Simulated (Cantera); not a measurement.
What does this Cantera script print?

```python
import numpy as np
import cantera as ct

gas_names = """
    CL CL2 H HCL H2 Si SiCL SiCL2 SiCL3 SiCL4 SiH SiHCL3 SiH2 SiH2CL2 SiH3 SiH3CL SiH4 Si2 Si3
""".split()
cond_names = """
    Si(cr) Si(L)
""".split()


def load(file, names, dense=False):
    # The tables refer to 1 bar. Condensed volumes are neglected.
    table = {s.name: s for s in ct.Species.list_from_file(file)}
    out = []
    for n in names:
        d = dict(table[n].input_data)
        d["thermo"] = dict(d["thermo"], **{"reference-pressure": 1e5})
        if dense:
            d["equation-of-state"] = {"model": "constant-volume", "density": "1e6 g/cm^3"}
        out.append(ct.Species.from_dict(d))
    return out


gas = ct.Solution(thermo="ideal-gas", species=load("nasa_gas.yaml", gas_names))
cond = {s.name: ct.Solution(thermo="fixed-stoichiometry", species=[s], name=s.name)
        for s in load("nasa_condensed.yaml", cond_names, dense=True)}
atoms = {
    'SiCl4': {'Si': 1, 'CL': 4},
    'H2': {'H': 2},
}
top_T = {}  # K; cautious upper limits of use, not melting points


def equilibrate(T, P, feed):
    n = {}
    for name, mol in feed.items():
        for a, k in atoms[name].items():
            n[a] = n.get(a, 0.0) + k * mol
    gas.TPX = T, P, n
    mass = sum(n.values()) * gas.mean_molecular_weight
    gas.equilibrate("TP")
    valid = [c for c in cond.values() if c.min_temp <= T <= top_T.get(c.name, c.max_temp)]
    mix = ct.Mixture([(gas, mass / gas.mean_molecular_weight)] + [(c, 0.0) for c in valid])
    mix.T, mix.P = T, P
    mix.equilibrate("TP", solver="vcs", rtol=1e-11, max_steps=5000)
    return mix


results = []
P = 10000  # Pa
for T in [773, 823, 873, 923, 973, 1023, 1073, 1123, 1173, 1223, 1273, 1323, 1373]:
    for m in [0.93, 2, 3.2, 4.3, 5.4, 6.5, 7.6, 8.7, 9.9]:
        feed = {'SiCl4': 1, 'H2': m}  # mol
        mix = equilibrate(T, P, feed)
        results.append((T, P, feed, dict(zip(mix.species_names, mix.species_moles))))

for T, P, feed, n in results:
    print(f"{T:7g} {feed['H2']:10.4g}  " + (" + ".join(c for c in cond_names if n.get(c, 0) > 1e-12) or "gas only"))
```

It prints:

```
    773       0.93  gas only
    773          2  gas only
    773        3.2  gas only
    773        4.3  gas only
    773        5.4  gas only
    773        6.5  gas only
    773        7.6  gas only
    773        8.7  gas only
    773        9.9  gas only
    823       0.93  gas only
    823          2  gas only
    823        3.2  gas only
    823        4.3  gas only
    823        5.4  gas only
    823        6.5  gas only
    823        7.6  gas only
    823        8.7  gas only
    823        9.9  gas only
    873       0.93  gas only
    873          2  gas only
    873        3.2  gas only
    873        4.3  gas only
    873        5.4  gas only
    873        6.5  gas only
    873        7.6  gas only
    873        8.7  gas only
    873        9.9  gas only
    923       0.93  gas only
    923          2  gas only
    923        3.2  gas only
    923        4.3  gas only
    923        5.4  gas only
    923        6.5  gas only
    923        7.6  gas only
    923        8.7  gas only
    923        9.9  gas only
    973       0.93  gas only
    973          2  gas only
    973        3.2  gas only
    973        4.3  gas only
    973        5.4  gas only
    973        6.5  gas only
    973        7.6  gas only
    973        8.7  gas only
    973        9.9  gas only
   1023       0.93  gas only
   1023          2  gas only
   1023        3.2  gas only
   1023        4.3  gas only
   1023        5.4  gas only
   1023        6.5  gas only
   1023        7.6  gas only
   1023        8.7  gas only
   1023        9.9  gas only
   1073       0.93  gas only
   1073          2  gas only
   1073        3.2  gas only
   1073        4.3  gas only
   1073        5.4  gas only
   1073        6.5  gas only
   1073        7.6  gas only
   1073        8.7  gas only
   1073        9.9  Si(cr)
   1123       0.93  gas only
   1123          2  gas only
   1123        3.2  gas only
   1123        4.3  gas only
   1123        5.4  gas only
   1123        6.5  Si(cr)
   1123        7.6  Si(cr)
   1123        8.7  Si(cr)
   1123        9.9  Si(cr)
   1173       0.93  gas only
   1173          2  gas only
   1173        3.2  gas only
   1173        4.3  gas only
   1173        5.4  gas only
   1173        6.5  Si(cr)
   1173        7.6  Si(cr)
   1173        8.7  Si(cr)
   1173        9.9  Si(cr)
   1223       0.93  gas only
   1223          2  gas only
   1223        3.2  gas only
   1223        4.3  gas only
   1223        5.4  gas only
   1223        6.5  Si(cr)
   1223        7.6  Si(cr)
   1223        8.7  Si(cr)
   1223        9.9  Si(cr)
   1273       0.93  gas only
   1273          2  gas only
   1273        3.2  gas only
   1273        4.3  gas only
   1273        5.4  gas only
   1273        6.5  gas only
   1273        7.6  Si(cr)
   1273        8.7  Si(cr)
   1273        9.9  Si(cr)
   1323       0.93  gas only
   1323          2  gas only
   1323        3.2  gas only
   1323        4.3  gas only
   1323        5.4  gas only
   1323        6.5  gas only
   1323        7.6  gas only
   1323        8.7  gas only
   1323        9.9  Si(cr)
   1373       0.93  gas only
   1373          2  gas only
   1373        3.2  gas only
   1373        4.3  gas only
   1373        5.4  gas only
   1373        6.5  gas only
   1373        7.6  gas only
   1373        8.7  gas only
   1373        9.9  gas only
```

Equilibrium computed with Cantera from the NASA thermochemical tables; the gas is ideal and each condensed phase is pure. The tables' values for SiCl3 are old estimates.
